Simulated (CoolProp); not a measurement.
The numbers come from the reference Helmholtz-energy equation of state, Lemmon 2006 in CoolProp. It is a short technical equation, of lower accuracy than the large ones.

### Question
For C2F6 (R116), give the phase and the cp (kJ/(kg K)), speed of sound (m/s), Joule-Thomson coefficient (K/MPa), Prandtl number at 357 K and 1.01 bar.

### Answer
- 357 K and 1.01 bar: gas; cp 0.859, speed of sound 151, Joule-Thomson coefficient 5.08, Prandtl number 0.743

Viscosity comes from a separate model (Huber 2003), an estimate that may be off by 10 % or more. Thermal conductivity comes from a separate model (Huber 2003), an estimate that may be off by 10 % or more.
